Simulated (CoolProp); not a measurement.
Values from CoolProp's reference Helmholtz-energy equation of state, Gao 2020.

### Question
Give the vapour pressure (bar), enthalpy of vaporisation (kJ/kg), liquid cp (kJ/(kg K)), liquid conductivity (mW/(m K)) of saturated ammonia at 255.3, 382.2 K.

### Answer
| T (K) | p (bar) | enthalpy of vaporisation (kJ/kg) | liquid cp (kJ/(kg K)) | liquid conductivity (mW/(m K)) |
|---|---|---|---|---|
| 255.3 | 2.09 | 1320 | 4.53 | 615 |
| 382.2 | 74.4 | 624 | 8.21 | 261 |

Thermal conductivity comes from a separate model (Tufeu 1984).
